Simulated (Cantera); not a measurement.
Input (Python, Cantera):

```python
import numpy as np
import cantera as ct

gas = ct.Solution("gri30.yaml")
gas.TPX = 500, 170000, {'CH4': 1, 'CO': 0.051, 'O2': 1.35, 'N2': 5.08, 'CO2': 1.5}
inlet = ct.Reservoir(gas, clone=True)
gas.equilibrate("HP")  # start burning
reactor = ct.IdealGasConstPressureReactor(gas, energy="on", clone=False)
exhaust = ct.Reservoir(gas, clone=True)
tau = [0.03, 0.016, 0.0085, 0.0045, 0.0024, 0.0013, 0.00068, 0.00036, 0.00019, 0.0001, 5.5e-05, 2.9e-05, 1.6e-05][0]
for a, b in ((inlet, reactor), (reactor, exhaust)):
    ct.MassFlowController(a, b, mdot=lambda t: reactor.mass / tau)
net = ct.ReactorNet([reactor])
show = ['CH4', 'CO', 'O2', 'CH3', 'C2H6']

rows = []
print(f"{'tau/s':>10s}{'T/K':>9s}" + "".join(f"{s:>11s}" for s in show))
for tau in [0.03, 0.016, 0.0085, 0.0045, 0.0024, 0.0013, 0.00068, 0.00036, 0.00019, 0.0001, 5.5e-05, 2.9e-05, 1.6e-05]:
    net.initial_time = 0.0
    net.advance(30 * tau)
    before = gas.X
    net.advance(40 * tau)
    drift = np.max(np.abs(gas.X - before) / (gas.X + 1e-9))
    rows.append([gas.T, *gas[show].X, drift])
    print(f"{tau:10.3e}{gas.T:9.1f}" + "".join(f"{x:11.3e}" for x in gas[show].X))
```

Result:

```
     tau/s      T/K        CH4         CO         O2        CH3       C2H6
 3.000e-02   1711.1  4.619e-03  9.140e-02  3.133e-03  2.427e-04  3.002e-05
 1.600e-02   1695.6  5.385e-03  8.984e-02  4.860e-03  3.138e-04  5.287e-05
 8.500e-03   1668.2  6.732e-03  8.744e-02  7.916e-03  4.000e-04  1.009e-04
 4.500e-03   1599.9  1.058e-02  8.119e-02  1.585e-02  4.830e-04  2.653e-04
 2.400e-03    500.0  1.113e-01  5.679e-03  1.503e-01  5.156e-19 -5.655e-18
 1.300e-03    500.0  1.113e-01  5.679e-03  1.503e-01  2.708e-19 -1.095e-20
 6.800e-04    500.0  1.113e-01  5.679e-03  1.503e-01  1.414e-19 -6.916e-22
 3.600e-04    500.0  1.113e-01  5.679e-03  1.503e-01  6.805e-20 -4.368e-23
 1.900e-04    500.0  1.113e-01  5.679e-03  1.503e-01  3.055e-20 -2.759e-24
 1.000e-04    500.0  1.113e-01  5.679e-03  1.503e-01  1.264e-20 -1.743e-25
 5.500e-05    500.0  1.113e-01  5.679e-03  1.503e-01  5.116e-21 -1.101e-26
 2.900e-05    500.0  1.113e-01  5.679e-03  1.503e-01  1.870e-21 -6.955e-28
 1.600e-05    500.0  1.113e-01  5.679e-03  1.503e-01  7.017e-22 -4.393e-29
```

Model: GRI-Mech 3.0 (53 species, 325 reactions), integrated in Cantera.
